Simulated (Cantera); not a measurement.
Standard-state values (1 bar) from the NASA 1993 polynomials, evaluated with Cantera. Values are per mole of reaction as written; species without (g) are pure solids or liquids, kept so even where they would boil at 1 bar.

2 TiCl₃(g) + C₂H₆(g) → 2 CH₂Cl₂(g) + 2 Ti + 2 HCl(g)

```tsv
T (K)	ΔH° (kJ)	ΔS° (J/K)	ΔG° (kJ)	log10 K	condensed phases
1123	793.7	123.5	655.1	-30.47	Ti(α)
1173	(withheld)	(withheld)	(withheld)	(withheld)	Ti(β)
1223	802.3	130.9	642.2	-27.43	Ti(β)
1273	(withheld)	(withheld)	(withheld)	(withheld)	Ti(β)
1323	802.5	131.1	629.1	-24.84	Ti(β)
1373	802.7	131.2	622.6	-23.68	Ti(β)
1423	(withheld)	(withheld)	(withheld)	(withheld)	Ti(β)
1473	803.3	131.6	609.4	-21.61	Ti(β)
1523	(withheld)	(withheld)	(withheld)	(withheld)	Ti(β)
1573	804.2	132.2	596.2	-19.80	Ti(β)
1623	804.8	132.6	589.6	-18.98	Ti(β)
```

Problem. What belongs in the gaps?

Solution. 
- 1173, ΔH° (kJ): 802.3
- 1173, ΔS° (J/K): 130.9
- 1173, ΔG° (kJ): 648.8
- 1173, log10 K: -28.89
- 1273, ΔH° (kJ): 802.4
- 1273, ΔS° (J/K): 131.0
- 1273, ΔG° (kJ): 635.7
- 1273, log10 K: -26.08
- 1423, ΔH° (kJ): 803.0
- 1423, ΔS° (J/K): 131.4
- 1423, ΔG° (kJ): 616.0
- 1423, log10 K: -22.61
- 1523, ΔH° (kJ): 803.7
- 1523, ΔS° (J/K): 131.9
- 1523, ΔG° (kJ): 602.8
- 1523, log10 K: -20.67
